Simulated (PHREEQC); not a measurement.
Solution (25 °C): 0.21 mol H2SO4, 0.029 mol FeCl3 and 0.00057 mol MnSO4 per kg of water. Closed to the air; pH follows from the charge balance.

Computed with PHREEQC (ion-association model, wateq4f.dat).

Each row changes one thing in this solution. Precipitation was switched off in this run.

```
case                                     pH  ionic strength (mol/kgw)  HSO4- (mol/kgw)  SO4-2 (mol/kgw)  FeHSO4+2 (mol/kgw)  FeSO4+ (mol/kgw)  SI of Hematite (Fe2O3)  SI of Goethite (FeOOH)
-------------------------------------  ----  ------------------------  ---------------  ---------------  ------------------  ----------------  ----------------------  ----------------------
as made                                0.71                     0.337            0.158           0.0243              0.0143            0.0112                   +0.47                   -0.77
MnSO4 left out                         0.71                     0.336            0.158              ___              0.0143            0.0112                   +0.47                   -0.77
H2SO4 from 0.21 to 0.105 mol/kgw       0.96                     0.212           0.0633           0.0152              0.0100            0.0143                   +2.47                   +0.23
temperature from 25 to 55 °C           0.74                     0.318            0.170              ___              0.0147            0.0103                   +2.61                   +0.24
diluted 2-fold with water              0.98                     0.177           0.0736           0.0173             0.00501           0.00758                   +1.84                   -0.08
MnSO4 from 0.00057 to 0.00114 mol/kgw  0.71                     0.338            0.158              ___              0.0143            0.0112                   +0.47                   -0.77
```

Task: Fill in the missing entries.

Result: 
- MnSO4 left out, SO4-2 (mol/kgw): 0.0242
- temperature from 25 to 55 °C, SO4-2 (mol/kgw): 0.0140
- MnSO4 from 0.00057 to 0.00114 mol/kgw, SO4-2 (mol/kgw): 0.0244

Some of these states are supersaturated (in Hematite (slow to form), Goethite (slow to form), for instance). Constants without temperature data keep their 25 °C values here.
